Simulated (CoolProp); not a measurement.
Saturation properties of diethyl ether (Tc = 194.7 °C, pc = 3717 kPa, ω = 0.282).

Computed with CoolProp (reference Helmholtz-energy equation of state, Thol 2014).

```
T (°C)  p (kPa)  liquid density (kg/m³)  enthalpy of vaporisation (kJ/kg)  liquid cp (kJ/(kg K))  vapour Z  surface tension (mN/m)
------  -------  ----------------------  --------------------------------  ---------------------  --------  ----------------------
58.45     221.3                   667.2                             336.1                  2.461    0.9225                    12.6
62.15     246.8                   662.4                               ___                  2.477    0.9167                    12.2
65.85     274.4                   657.6                             328.8                  2.493    0.9106                    11.8
69.45     303.5                   652.8                             325.1                  2.509    0.9045                    11.3
73.15       ___                   647.8                               ___                  2.526    0.8978                    10.9
76.85     370.7                   642.8                             317.4                  2.543    0.8909                    10.5
80.45     407.1                   637.8                             313.5                  2.561    0.8839                    10.1
84.15     447.4                   632.6                             309.5                  2.579    0.8764                    9.70
87.85     490.5                   627.3                             305.3                    ___    0.8685                    9.30
91.45     535.4                   622.1                             301.2                  2.617    0.8606                    8.90
95.15     584.7                   616.6                             296.8                  2.637    0.8521                    8.50
98.85     637.2                     ___                             292.4                  2.658    0.8432                    8.10
```

**Question.** Fill in the missing entries.

**Answer.** 
- 62.15, enthalpy of vaporisation (kJ/kg): 332.5
- 73.15, p (kPa): 335.8
- 73.15, enthalpy of vaporisation (kJ/kg): 321.3
- 87.85, liquid cp (kJ/(kg K)): 2.598
- 98.85, liquid density (kg/m³): 611.0

It boils at 34.5 °C under 1 atm.

Surface tension comes from a separate correlation (Mulero 2014).
